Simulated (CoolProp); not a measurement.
A simple Rankine cycle with m-xylene: condensing at 330.15 K, boiler at 0.489 MPa, turbine inlet 497.4 K, turbine efficiency 0.9, pump efficiency 0.6, no recuperator. Each further row changes one setting.

Computed with CoolProp (reference Helmholtz-energy equation of state, Zhou 2012).

```json
[
 {"case": "as stated", "thermal efficiency (%)": "21.1", "net work (kJ/kg)": "135", "heat in (kJ/kg)": "640", "turbine exit temperature (K)": "411.6", "volume ratio over the turbine": "79.1"},
 {"case": "turbine inlet 517.4 K", "thermal efficiency (%)": "20.8", "net work (kJ/kg)": "142", "heat in (kJ/kg)": "681", "turbine exit temperature (K)": "431.9", "volume ratio over the turbine": "78.3"},
 {"case": "condensing temperature 322.15 K", "thermal efficiency (%)": "22.2", "net work (kJ/kg)": "146", "heat in (kJ/kg)": "655", "turbine exit temperature (K)": "405.0", "volume ratio over the turbine": "113"},
 {"case": "boiler pressure 0.342 MPa", "thermal efficiency (%)": "19.6", "net work (kJ/kg)": "127", "heat in (kJ/kg)": "646", "turbine exit temperature (K)": "419.9", "volume ratio over the turbine": "54.1"},
 {"case": "turbine efficiency 0.8", "thermal efficiency (%)": "18.7", "net work (kJ/kg)": "120", "heat in (kJ/kg)": "640", "turbine exit temperature (K)": "420.8", "volume ratio over the turbine": "80.9"}
]
```
